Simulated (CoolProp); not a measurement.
Properties of R236EA along the isobar 1.01 bar (Tc = 139.3 °C, pc = 34.14 bar, ω = 0.368).

Model: reference Helmholtz-energy equation of state, Rui 2013, in CoolProp.

| T (°C) | phase | density (kg/m³) | cp (kJ/(kg K)) | speed of sound (m/s) | expansivity (1/kK) |
|---|---|---|---|---|---|
| 64.75 | gas | 5.585 | 0.9201 | 137.7 | 3.199 |
| 74.05 | gas | 5.424 | ? | 139.7 | 3.089 |
| 83.25 | gas | 5.274 | 0.9448 | 141.7 | 2.990 |
| 92.55 | gas | 5.132 | 0.9572 | 143.7 | 2.897 |
| 101.85 | gas | 4.998 | 0.9693 | 145.6 | 2.811 |
| 111.05 | gas | 4.872 | 0.9812 | ? | 2.731 |
| 120.35 | gas | 4.751 | 0.9931 | 149.3 | 2.656 |
| 129.55 | gas | 4.638 | 1.005 | 151.2 | 2.586 |
| 138.85 | gas | 4.529 | 1.016 | ? | 2.520 |

Task: Complete the blanks.

Result: 
- 74.05, cp (kJ/(kg K)): 0.9326
- 111.05, speed of sound (m/s): 147.5
- 138.85, speed of sound (m/s): 153.0
